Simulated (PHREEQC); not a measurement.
Solution (25 °C): 0.007 mol NiSO4, 0.00012 mol KCl and 3e-05 mol FeSO4 per kg of water. Closed to the air; pH follows from the charge balance.

All values are PHREEQC results (ion-association model, wateq4f.dat), not measurements.

Problem. The ionic strength comes out as 0.0212 mol/kgw. What activity coefficients do SO4-2, K+, KSO4-, Cl-, Fe+2 get?

Solution. SO4-2 0.57, K+ 0.86, KSO4- 0.87, Cl- 0.86, Fe+2 0.59.

Precipitation was switched off in this run.
